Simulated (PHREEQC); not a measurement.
Consider water at 30 °C with 2.4 mmol/kgw NH3 and 0.29 mmol/kgw Na2CO3. Closed to the air; pH follows from the charge balance.

The numbers come from PHREEQC with the ion-association model, wateq4f.dat.

| Property | Value |
|---|---|
| pH | 10.28 |
| ionic strength | 0.000879 mol/kgw |
| total alkalinity | 2.98 meq/kg |

```json
[
 {"species": "NH3", "molality": "0.00225", "activity": "0.00225", "log γ": "0.000"},
 {"species": "Na+", "molality": "0.000578", "activity": "0.000559", "log γ": "-0.015"},
 {"species": "OH-", "molality": "0.000288", "activity": "0.000278", "log γ": "-0.015"},
 {"species": "CO3-2", "molality": "0.000151", "activity": "0.000132", "log γ": "-0.058"},
 {"species": "NH4+", "molality": "0.000150", "activity": "0.000145", "log γ": "-0.015"},
 {"species": "HCO3-", "molality": "0.000138", "activity": "0.000133", "log γ": "-0.014"},
 {"species": "NaCO3-", "molality": "1.82e-6", "activity": "1.76e-6", "log γ": "-0.014"}
]
```

Precipitation was switched off in this run. Species that the database lacks are ignored.
